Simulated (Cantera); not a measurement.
# Thermodynamics of roasting and sulfation, feed MgCO3 + SO3 + O2

Input: 1 mol MgCO3, 0.066 mol SO3, 1.4 mol O2, held at 650000 Pa.

Equilibrium computed with Cantera from the NASA thermochemical tables; the gas is ideal and each condensed phase is pure. Candidate condensed phases: C, Mg, MgCO3, MgO, MgS, MgSO4, S; 26 gas species. Mutual solubility and eutectic melting of coexisting phases are not modelled. Kinetics and transport are ignored.

```tsv
T (°C)	x O2	x CO2	x SO2	x SO3	n MgCO3(s)	n MgSO4(s)	n MgO(s)
350	0.955	0.0450	<1e-12	<1e-12	0.934	0.0660	0
425	0.702	0.298	<1e-12	<1e-12	0.404	0.0660	0.530
500	0.583	0.417	<1e-12	3.94e-11	0	0.0660	0.934
575	0.583	0.417	6.54e-11	1.90e-9	0	0.0660	0.934
650	0.583	0.417	5.11e-9	4.80e-8	0	0.0660	0.934
725	0.583	0.417	2.04e-7	7.33e-7	0	0.0660	0.934
800	0.583	0.417	4.76e-6	7.54e-6	0	0.0660	0.934
875	0.583	0.417	7.25e-5	5.63e-5	0	0.0657	0.934
950	0.583	0.416	0.000778	0.000324	0	0.0634	0.937
1025	0.580	0.412	0.00626	0.00150	0	0.0472	0.953
1100	0.573	0.401	0.0231	0.00339	0	0	1.00
1175	0.573	0.401	0.0241	0.00229	0	0	1.00
1250	0.573	0.400	0.0248	0.00160	0	0	1.00
```
x: gas mole fraction; n: condensed amount in mol.

At 350 °C the condensed part is MgCO3(s) + MgSO4(s). At 425 °C the condensed part is MgCO3(s) + MgO(s) + MgSO4(s). From 500 °C to 1025 °C the condensed part is MgO(s) + MgSO4(s). From 1100 °C to 1250 °C the condensed part is MgO(s).
